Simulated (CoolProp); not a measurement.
The fluid at 298.15 K and 1.1 MPa flows at 0.15 m/s in a round tube of 20 mm bore and 0.25 µm roughness, fully developed (64/Re and Nu = 3.66 if laminar; Colebrook and Gnielinski if turbulent). The same conditions are run with several fluids, on thermodynamics alone (safety and materials aside).

Computed with CoolProp (reference Helmholtz-energy equation of state of each fluid (carbon dioxide: Span 1996; dry air: Lemmon 2000; methane: Setzmann 1991; R13: Platzer 1990; sulfur hexafluoride: Guder 2009)). The equations of Platzer and Polt are older, rougher fits. Blends and air are pseudo-pure fits.

```json
[
 {"fluid": "carbon dioxide", "Reynolds number": "4130", "Darcy friction factor": "0.0395", "pressure drop (Pa/m)": "0.460", "heat-transfer coefficient (W/(m² K))": "12.3", "mass flow (kg/h)": "3.51"},
 {"fluid": "dry air", "Reynolds number": "2080", "Darcy friction factor": "0.0308", "pressure drop (Pa/m)": "0.223", "heat-transfer coefficient (W/(m² K))": "4.86", "mass flow (kg/h)": "2.19"},
 {"fluid": "methane", "Reynolds number": "1920", "Darcy friction factor": "0.0333", "pressure drop (Pa/m)": "0.136", "heat-transfer coefficient (W/(m² K))": "6.37", "mass flow (kg/h)": "1.23"},
 {"fluid": "R13", "Reynolds number": "10700", "Darcy friction factor": "0.0304", "pressure drop (Pa/m)": "0.888", "heat-transfer coefficient (W/(m² K))": "21.5", "mass flow (kg/h)": "8.81"},
 {"fluid": "sulfur hexafluoride", "Reynolds number": "14500", "Darcy friction factor": "0.0281", "pressure drop (Pa/m)": "1.19", "heat-transfer coefficient (W/(m² K))": "29.6", "mass flow (kg/h)": "12.7"}
]
```

Transport values come from each fluid's own correlations; those of R13 are estimates that may be off by 10 % or more.
